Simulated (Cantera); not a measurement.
## Catalytic stagnation flow on Pt

A jet of 2.04 % H₂, 8.29 % O₂, 89.7 % N₂, equivalence ratio 0.12 at 300 K and 26.3 Torr hits a platinum plate 3 cm away at a mass flux of 0.072 kg/m²/s; the plate temperature is set and raised in steps from an oxygen-covered start.

Computed with Cantera and Deutschmann's 1995 Pt surface mechanism with GRI-Mech 3.0 gas chemistry. Catalytic surfaces can have several steady states; this one follows from the mechanism file's or the stated starting coverage.

```
plate T (K)  wall x H₂  wall x O₂  wall x H₂O  wall x OH  θ free Pt   θ O*     θ OH*
-----------  ---------  ---------  ----------  ---------  ---------  -----  --------
700            0.00366     0.0650      0.0322      <1e-8      0.108  0.890   0.00208
750            0.00331     0.0647      0.0327      <1e-8      0.127  0.872   0.00163
800            0.00272     0.0641      0.0336      <1e-8      0.166  0.833   0.00139
850            0.00217     0.0635      0.0345    1.61e-8      0.222  0.777   0.00122
900            0.00176     0.0631      0.0351    5.08e-8      0.288  0.711   0.00107
950            0.00148     0.0629      0.0355    1.42e-7      0.358  0.641  0.000926
1000           0.00129     0.0627      0.0358    3.56e-7      0.430  0.570  0.000798
1050           0.00115     0.0626      0.0359    8.12e-7      0.500  0.499  0.000683
```
x: mole fraction at the wall; θ: surface coverage.
